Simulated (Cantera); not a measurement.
Mixture: H₂ : O₂ : N₂ = 1 : 0.833 : 3.13 (molar parts), at 27.0 bar, adiabatic and at constant volume. Ignition delay is the time to a rise of 400 K.

Detailed kinetics in Cantera: the H2/O2 subset of GRI-Mech 3.0, which has no nitrogen chemistry. The hydrogen kinetics of GRI-Mech 3.0 are dated; newer H2 mechanisms differ, most at raised pressure. The pressure lies above the range GRI-Mech 3.0 was tuned for (to about 10 atm).

**Question.** At T0 = 1600 K, what is the delay, and which 8 reactions control it most (d ln τ / d ln k, from doubling and halving each rate constant)?

**Answer.** The delay is 0.459 µs.
```csv
reaction,d ln τ / d ln k,faster rate
H + O2 <=> O + OH,-0.90,shortens it
H + O2 + N2 <=> HO2 + N2,0.23,lengthens it
H2 + O <=> H + OH,-0.20,shortens it
H2 + OH <=> H + H2O,-0.16,shortens it
H + O2 + M <=> HO2 + M,0.12,lengthens it
H + HO2 <=> H2 + O2,-0.06,shortens it
H + HO2 <=> 2 OH,-0.05,shortens it
H + O2 + O2 <=> HO2 + O2,0.05,lengthens it
```
